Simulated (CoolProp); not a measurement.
A single-stage vapour-compression cycle with isohexane: evaporating at 299.15 K (dew point), condensing at 347.15 K (bubble point), superheat 10 K, subcooling 5 K, compressor efficiency 0.75, no pressure losses. Each further row changes one setting.

The numbers come from the reference Helmholtz-energy equation of state, Lemmon 2006 in CoolProp. It is a short technical equation, of lower accuracy than the large ones.

```
case                              cooling COP  pressure ratio  discharge temperature (K)  refrigerating effect (kJ/kg)  volumetric capacity (kJ/m³)
--------------------------------  -----------  --------------  -------------------------  ----------------------------  ---------------------------
as stated                                3.96            5.24                      349.1                           263                          264
evaporating temperature 304.15 K         4.61            4.28                      349.5                           271                          328
condensing temperature 342.15 K          4.55            4.52                        ___                           275                          276
subcooling 10 K                           ___            5.24                      349.1                           275                          276
superheat 20 K                           4.07            5.24                      359.2                           280                          272
compressor efficiency 0.65               3.43            5.24                        ___                           263                          264
```

Task: Fill in the missing entries.

Result: 
- condensing temperature 342.15 K, discharge temperature (K): 345.5
- subcooling 10 K, cooling COP: 4.14
- compressor efficiency 0.65, discharge temperature (K): 354.3
